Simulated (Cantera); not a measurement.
Equilibrium for silicon nitride deposition: SiHCl3 + NH3 + N2 + O2

Input: 1 mol SiHCl3, 4.5 mol NH3, 6.2 mol N2, 0.37 mol O2, equilibrated at 133 Pa.

Cantera equilibrium calculation (NASA polynomials, part measured and part estimated; ideal gas, pure solids and liquids). Candidate condensed phases: H2O, NH4Cl, Si, SiO2, Si2N2O, Si3N4; 47 gas species. Mutual solubility and eutectic melting of coexisting phases are not modelled. The tables hold silica as quartz up to 1696 K and as liquid above; real silica turns to tridymite and cristobalite and melts near 1996 K. Kinetics and transport are ignored.

```tsv
T (K)	x N2	x H2	x HCl	x SiO	x SiCl2	x H	x Cl	n SiO2(α-quartz)	n Si2N2O(s)	n SiO2(β-quartz)
800	0.479	0.343	0.179	<1e-12	<1e-12	4.64e-11	2.51e-11	0.160	0.420	0
850	0.479	0.343	0.179	<1e-12	<1e-12	3.28e-10	1.72e-10	0	0.420	0.160
900	0.479	0.343	0.179	<1e-12	9.29e-12	1.87e-9	9.54e-10	0	0.420	0.160
950	0.479	0.343	0.179	1.17e-12	1.04e-10	8.92e-9	4.43e-9	0	0.420	0.160
1000	0.479	0.343	0.179	2.95e-11	9.07e-10	3.64e-8	1.77e-8	0	0.420	0.160
1050	0.479	0.343	0.179	5.47e-10	6.43e-9	1.30e-7	6.19e-8	0	0.420	0.160
1100	0.479	0.343	0.179	7.74e-9	3.80e-8	4.14e-7	1.94e-7	0	0.420	0.160
1150	0.479	0.343	0.179	8.66e-8	1.92e-7	1.20e-6	5.50e-7	0	0.420	0.160
1200	0.479	0.343	0.179	7.89e-7	8.47e-7	3.16e-6	1.43e-6	0	0.420	0.160
1250	0.479	0.343	0.179	6.01e-6	3.31e-6	7.75e-6	3.46e-6	0	0.420	0.160
1300	0.479	0.343	0.179	3.90e-5	1.16e-5	1.77e-5	7.80e-6	0	0.420	0.160
1350	0.478	0.343	0.179	0.000220	3.69e-5	3.82e-5	1.66e-5	0	0.418	0.159
1400	0.478	0.342	0.178	0.00109	0.000108	7.79e-5	3.34e-5	0	0.413	0.154
```
x: gas mole fraction; n: condensed amount in mol.

At 800 K the condensed part is SiO2(α-quartz) + Si2N2O(s). From 850 K to 1400 K the condensed part is SiO2(β-quartz) + Si2N2O(s). The main Si-bearing gas is SiCl4 at 800 K and SiO at 1400 K.
